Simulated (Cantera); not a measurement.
Input: 1 mol CuO, 4 mol C, 4.5 mol H2, equilibrated at 28.0 mbar.

These are equilibrium values from Cantera (NASA tables, ideal gas, pure condensed phases), not measurements of a reactor. Candidate condensed phases: C, C6H6, C7H8, C8H18, Cu, CuO, Cu(OH)2, Cu2O, H2O; 113 gas species. Rates play no part.

Question: Which condensed phases are stable at each of these points (T (°C)): 827, 977, 1127, 1277, 1427, 1577, 1727, 1877, 2027, 2177, 2327?

Answer: 
```json
[
 {"T (°C)": "827", "condensed phases": "C(graphite) + Cu(s)", "Cu condensed (%)": "100.0"},
 {"T (°C)": "977", "condensed phases": "C(graphite) + Cu(s)", "Cu condensed (%)": "100.0"},
 {"T (°C)": "1127", "condensed phases": "C(graphite) + Cu(l)", "Cu condensed (%)": "100.0"},
 {"T (°C)": "1277", "condensed phases": "C(graphite) + Cu(l)", "Cu condensed (%)": "99.6"},
 {"T (°C)": "1427", "condensed phases": "C(graphite) + Cu(l)", "Cu condensed (%)": "96.9"},
 {"T (°C)": "1577", "condensed phases": "C(graphite) + Cu(l)", "Cu condensed (%)": "80.6"},
 {"T (°C)": "1727", "condensed phases": "C(graphite)", "Cu condensed (%)": "0.0"},
 {"T (°C)": "1877", "condensed phases": "C(graphite)", "Cu condensed (%)": "0.0"},
 {"T (°C)": "2027", "condensed phases": "C(graphite)", "Cu condensed (%)": "0.0"},
 {"T (°C)": "2177", "condensed phases": "C(graphite)", "Cu condensed (%)": "0.0"},
 {"T (°C)": "2327", "condensed phases": "C(graphite)", "Cu condensed (%)": "0.0"}
]
```

From 827 °C to 977 °C the condensed part is C(graphite) + Cu(s). From 1127 °C to 1577 °C the condensed part is C(graphite) + Cu(l). From 1727 °C to 2327 °C the condensed part is C(graphite).
